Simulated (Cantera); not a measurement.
An isothermal, constant-pressure homogeneous reactor starts with C2H4 : H2 = 1 : 21 (molar parts), at 1575 K and 0.00296 atm.

Computed with Cantera and GRI-Mech 3.0 (53 species, 325 reactions). GRI-Mech 3.0 was tuned for natural gas; its chemistry of ethylene as a main component is partial and can be far from experiment. GRI-Mech 3.0 stops at C3 and has no aromatics, soot or wall deposition, so with more carbon than oxygen in the feed, carbon stays in small species such as C2H2 where larger ones or solid carbon would form. Radical loss at walls, strong at low pressure, is not modelled.

x: mole fraction; the columns are a selection and need not sum to one.

| t (s) | x C2H4 | x H2 | x C2H | x C2H2 | x CH3 |
|---|---|---|---|---|---|
| 2.00e-6 | 0.0455 | 0.955 | <1e-12 | 1.22e-7 | <1e-12 |
| 7.23e-6 | 0.0455 | 0.955 | <1e-12 | 4.43e-7 | <1e-12 |
| 2.62e-5 | 0.0455 | 0.955 | <1e-12 | 1.60e-6 | <1e-12 |
| 9.46e-5 | 0.0454 | 0.955 | <1e-12 | ___ | <1e-12 |
| 0.000342 | 0.0454 | 0.955 | <1e-12 | 2.09e-5 | 2.22e-12 |
| 0.00124 | 0.0454 | 0.955 | <1e-12 | 7.57e-5 | 2.31e-11 |
| 0.00447 | 0.0452 | 0.955 | <1e-12 | 0.000274 | 1.03e-10 |
| 0.0162 | 0.0444 | 0.955 | 2.67e-12 | 0.000987 | 2.94e-10 |
| 0.0585 | 0.0418 | 0.955 | 3.50e-11 | 0.00354 | 5.99e-10 |
| 0.211 | 0.0327 | 0.955 | 4.16e-10 | 0.0122 | 1.26e-9 |
| 0.765 | 0.0111 | 0.956 | 2.92e-9 | 0.0328 | 2.58e-9 |
| 2.77 | 3.63e-5 | 0.956 | 1.76e-8 | 0.0434 | 1.26e-8 |
| 10.0 | ___ | 0.956 | ___ | 0.0434 | ___ |

Question: Some entries are withheld; supply them.

Answer: 
- 9.46e-5, x C2H2: 5.79e-6
- 10.0, x C2H4: 1.79e-5
- 10.0, x C2H: 6.92e-8
- 10.0, x CH3: 5.57e-8
